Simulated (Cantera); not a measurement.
Cantera run:

```python
import numpy as np
import cantera as ct

gas_names = """
    B BCL BCL2 BCL3 BN B2 CL CL2 N N2
""".split()
cond_names = """
    B(b) B(L) BN(s)
""".split()


# ... load() reads the species with a 1 bar reference pressure and builds the phases ...
atoms = {
    'BCl3': {'B': 1, 'CL': 3},
    'N2': {'N': 2},
}
top_T = {'BN(s)': 3200}  # K; cautious upper limits of use, not melting points


# ... equilibrate(T, P, feed) seeds the gas with the atoms and calls Mixture.equilibrate('TP', solver="vcs", rtol=1e-11, max_steps=5000) ...
results = []
P = 36000  # Pa
for T in [925, 1075, 1225, 1375, 1525, 1675, 1825, 1975, 2125]:
    for m in [0.22, 0.3, 0.41, 0.56, 0.75, 1, 1.4, 1.9, 2.5]:
        feed = {'BCl3': 1, 'N2': m}  # mol
        mix = equilibrate(T, P, feed)
        results.append((T, P, feed, dict(zip(mix.species_names, mix.species_moles))))

for T, P, feed, n in results:
    print(f"{T:7g} {feed['N2']:10.4g}  " + (" + ".join(c for c in cond_names if n.get(c, 0) > 1e-12) or "gas only"))
```

Result:

```
    925       0.22  BN(s)
    925        0.3  BN(s)
    925       0.41  BN(s)
    925       0.56  BN(s)
    925       0.75  BN(s)
    925          1  BN(s)
    925        1.4  BN(s)
    925        1.9  BN(s)
    925        2.5  BN(s)
   1075       0.22  BN(s)
   1075        0.3  BN(s)
   1075       0.41  BN(s)
   1075       0.56  BN(s)
   1075       0.75  BN(s)
   1075          1  BN(s)
   1075        1.4  BN(s)
   1075        1.9  BN(s)
   1075        2.5  BN(s)
   1225       0.22  BN(s)
   1225        0.3  BN(s)
   1225       0.41  BN(s)
   1225       0.56  BN(s)
   1225       0.75  BN(s)
   1225          1  BN(s)
   1225        1.4  BN(s)
   1225        1.9  BN(s)
   1225        2.5  BN(s)
   1375       0.22  BN(s)
   1375        0.3  BN(s)
   1375       0.41  BN(s)
   1375       0.56  BN(s)
   1375       0.75  BN(s)
   1375          1  BN(s)
   1375        1.4  BN(s)
   1375        1.9  BN(s)
   1375        2.5  BN(s)
   1525       0.22  BN(s)
   1525        0.3  BN(s)
   1525       0.41  BN(s)
   1525       0.56  BN(s)
   1525       0.75  BN(s)
   1525          1  BN(s)
   1525        1.4  BN(s)
   1525        1.9  BN(s)
   1525        2.5  BN(s)
   1675       0.22  gas only
   1675        0.3  gas only
   1675       0.41  gas only
   1675       0.56  gas only
   1675       0.75  gas only
   1675          1  BN(s)
   1675        1.4  BN(s)
   1675        1.9  BN(s)
   1675        2.5  BN(s)
   1825       0.22  gas only
   1825        0.3  gas only
   1825       0.41  gas only
   1825       0.56  gas only
   1825       0.75  gas only
   1825          1  gas only
   1825        1.4  gas only
   1825        1.9  gas only
   1825        2.5  gas only
   1975       0.22  gas only
   1975        0.3  gas only
   1975       0.41  gas only
   1975       0.56  gas only
   1975       0.75  gas only
   1975          1  gas only
   1975        1.4  gas only
   1975        1.9  gas only
   1975        2.5  gas only
   2125       0.22  gas only
   2125        0.3  gas only
   2125       0.41  gas only
   2125       0.56  gas only
   2125       0.75  gas only
   2125          1  gas only
   2125        1.4  gas only
   2125        1.9  gas only
   2125        2.5  gas only
```

Cantera equilibrium calculation (NASA polynomials, part measured and part estimated; ideal gas, pure solids and liquids). N2 is the only nitrogen source here; it is nearly inert below about 1500 K, so the nitride shown seldom forms there in practice. The tables' values for BCl2 are old estimates.
